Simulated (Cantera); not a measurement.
Feed: 1 mol NiS, 0.32 mol H2, at 1777 °C and 57.0 Pa.

Cantera equilibrium calculation (NASA polynomials, part measured and part estimated; ideal gas, pure solids and liquids). Candidate condensed phases: Ni, NiS, NiS2, Ni3S2, Ni3S4, S; 9 gas species. The numbers say what is thermodynamically allowed, not how fast it happens.

Base state: Ni 0.480, S2 0.193, H2 0.145, S 0.0805, NiS 0.0513, H 0.0361, SH 0.0133, H2S 0.000784 (mole fractions); condensed: gas only.

Task: What changes in the equilibrium state with this change: NiS replaced by TiO2?

Result: 
```csv
species,before,after
H2,0.145,0.554
H2O,0,0.369
H,0.0361,0.0707
Ni,0.480,0
S2,0.193,0
S,0.0805,0
NiS,0.0513,0
SH,0.0133,0
TiO2,0,0.000922
OH,0,0.00515
H2S,0.000784,0
O,0,0.000475
O2,0,0.000136
TiO,0,2.19e-5
"TiO2(rutile), mol",0,0.500
"Ti4O7(l), mol",0,0.125
```
Mutual solubility and eutectic melting of coexisting phases are not modelled. Condensed phases not in the tables: Magnéli phases beyond Ti4O7. Further candidate phases: H2O, Ti, TiO, TiO2, Ti2O3, Ti3O5, Ti4O7.

Task: What changes in the equilibrium state with this change: H2 from 0.32 to 10 mol?

Result: 
| species | before | after |
|---|---|---|
| H2 | 0.145 | 0.775 |
| H | 0.0361 | 0.0837 |
| Ni | 0.480 | 0.0796 |
| S2 | 0.193 | 0.0208 |
| NiS | 0.0513 | 0.00279 |
| S | 0.0805 | 0.0265 |
| SH | 0.0133 | 0.0101 |
| H2S | 0.000784 | 0.00138 |
